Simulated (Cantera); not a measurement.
## Catalytic combustion on Pt

An isothermal plug-flow reactor at 1075 K and 660 Torr (inlet), inlet velocity 4.1 m/s, active area per volume 2800 1/m; feed CH₄ : O₂ : N₂ = 0.0028 : 0.095 : 0.79 (molar parts).

Model: Deutschmann's 1995 Pt surface mechanism with GRI-Mech 3.0 gas chemistry, integrated in Cantera. Catalytic surfaces can have several steady states; this one follows from the mechanism file's or the stated starting coverage. Mass transfer to the wall is taken as infinitely fast.

```
z (m)       x CH₄   x O₂     x H₂O     x CO₂     x CO  θ free Pt   θ O*     θ OH*
-------  --------  -----  --------  --------  -------  ---------  -----  --------
0.00047   0.00299  0.107  0.000326  0.000161  2.24e-6      0.284  0.716  0.000290
0.001     0.00282  0.106  0.000674  0.000335  2.11e-6      0.284  0.716  0.000401
0.0022    0.00246  0.106   0.00139  0.000692  1.84e-6      0.284  0.715  0.000564
0.0047    0.00185  0.104   0.00260   0.00130  1.39e-6      0.285  0.715  0.000765
0.01      0.00101  0.103   0.00428   0.00214  7.59e-7      0.285  0.714  0.000978
0.022    0.000254  0.101   0.00579   0.00289  1.92e-7      0.286  0.713   0.00114
0.047     1.41e-5  0.101   0.00627   0.00313  1.21e-8      0.286  0.713   0.00118
```
x: gas mole fraction; θ: surface coverage.
